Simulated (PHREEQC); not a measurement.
PHREEQC input (Pitzer model, pitzer.dat):

```
SOLUTION 1
  temp 25
  units mol/kgw
  pH 7 charge
  Cl 0.169
  Li 0.087
  Mg 0.041
END
USE solution 1
INCREMENTAL_REACTIONS false
REACTION 1
  H2O -1
  0 9.886 18.011 24.689 30.178 34.689 38.397 41.444
  43.949 46.007 47.699 49.089 50.232 51.172 51.944 52.578
  53.1 53.528 53.88 54.17 54.408 54.603 54.764 moles
EQUILIBRIUM_PHASES 1
  Bischofite 0 0
  Brucite 0 0
  MgCl2_4H2O 0 0
SELECTED_OUTPUT 1
  -reset false
  -pH true
  -pe true
  -ionic_strength true
  -water true
  -activities H2O
  -totals Cl Li Mg
  -molalities H+ Li+ Mg+2 Cl- OH- MgOH+
  -equilibrium_phases Bischofite Brucite MgCl2_4H2O
PRINT
  -reset false
END
```

Selected output (columns that matter, 9 of 23 rows; water left (kg) added in front):

```
water left (kg)	pH	mu	Cl	Li	Mg	m_H+	m_Li+	m_Mg+2	m_Cl-	m_OH-	la_H2O
1	6.7515	0.21	0.169	0.087	0.041	2.2202e-07	0.087	0.041	0.169	9.3582e-08	-0.0021067
0.555203	6.6784	0.37824	0.30439	0.1567	0.073847	2.5855e-07	0.1567	0.073847	0.30439	9.2766e-08	-0.0038163
0.30824	6.579	0.68129	0.54827	0.28225	0.13301	3.0347e-07	0.28225	0.13301	0.54827	9.1268e-08	-0.0070289
0.208215	6.4866	1.0086	0.81166	0.41784	0.19691	3.409e-07	0.41784	0.19691	0.81166	8.8418e-08	-0.010719
0.115613	6.2739	1.8164	1.4618	0.75251	0.35463	4.205e-07	0.75251	0.35463	1.4618	7.7104e-08	-0.020963
0.0641769	5.8869	3.2722	2.6333	1.3556	0.63886	5.7262e-07	1.3556	0.63886	2.6333	5.2055e-08	-0.044275
0.0433504	5.4492	4.8442	3.8985	2.0069	0.94578	7.8331e-07	2.0069	0.94578	3.8985	2.9941e-08	-0.077584
0.0240733	4.3143	8.7234	7.0202	3.614	1.7031	1.6069e-06	3.614	1.7031	7.0202	5.7553e-09	-0.20159
0.0133718	2.1937	15.705	12.639	6.5062	3.0662	4.5327e-06	6.5062	3.0662	12.639	1.789e-10	-0.60097
```
